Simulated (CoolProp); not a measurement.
Vapour-liquid equilibrium of R13 (1) + R11 (2) at 214.7 K; x and y are mole fractions of (1).

The numbers come from the multi-fluid Helmholtz-energy mixture model, Platzer 1990 and Jacobsen 1992; pair parameters Bell 2016 in CoolProp. This equation is an older, rougher fit; its heat capacities, sound speeds and derivatives of the liquid may be far off and weren't checked against measurements.

Give the bubble pressure and the first vapour's composition at x = 0.125, 0.275, 0.8. Is there an azeotrope?

x = 0.125: 0.06812 MPa, y = 0.980; x = 0.275: 0.1269 MPa, y = 0.990; x = 0.8: 0.2465 MPa, y = 0.997. No azeotrope shows between x = 0.05 and 0.95.

Pair parameters are fitted to limited data, so mixtures are less certain than the pure fluids. With so large a gap from Raoult's law the liquid may split in two, which this calculation doesn't test in full.
